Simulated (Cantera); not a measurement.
## Equilibrium for oxide etching and cleaning by halides: SiO2 + HF

Input: 1 mol SiO2, a varied amount of HF, at 800 K and 0.0100 bar.

Method: chemical equilibrium by Gibbs-energy minimisation in Cantera with the NASA 1993 tables (ideal gas, pure condensed phases). Candidate condensed phases: H2O, Si, SiO2; 38 gas species. The numbers say what is thermodynamically allowed, not how fast it happens.

| n(HF) (mol) | log p HF | log p H2O | log p SiF4 | log p H2F2 | n SiO2(α-quartz) |
|---|---|---|---|---|---|
| 1.2 | -2.39 | -2.40 | -2.70 | -8.80 | 0.802 |
| 1.5 | -2.39 | -2.40 | -2.70 | -8.80 | 0.752 |
| 2 | -2.39 | -2.40 | -2.70 | -8.80 | 0.669 |
| 2.5 | -2.39 | -2.40 | -2.70 | -8.80 | 0.587 |
| 3.2 | -2.39 | -2.40 | -2.70 | -8.80 | 0.471 |
| 4 | -2.39 | -2.40 | -2.70 | -8.80 | 0.339 |
| 5.1 | -2.39 | -2.40 | -2.70 | -8.80 | 0.157 |
| 6.5 | -2.34 | -2.44 | -2.74 | -8.71 | 0 |
| 8.3 | -2.23 | -2.56 | -2.86 | -8.48 | 0 |
log p: log10 of the partial pressure in bar; n: condensed amount in mol.

From 1.2 mol HF to 5.1 mol HF the condensed part is SiO2(α-quartz). From 6.5 mol HF to 8.3 mol HF nothing is condensed. The main Si-bearing gas is SiF4 throughout.
